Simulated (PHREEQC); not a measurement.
# Brine

Make-up at 25 °C: 0.89 mol/kgw MgSO4 and 0.085 mol/kgw NaCl. Closed to the air; pH follows from the charge balance.

The numbers come from PHREEQC with the Pitzer model, pitzer.dat.

No solid was allowed to form.

**Question.** What activity of water, osmotic coefficient, density does the model give?

**Answer.** activity of water 0.980; osmotic coefficient 0.571; density 1.102 g/cm³.
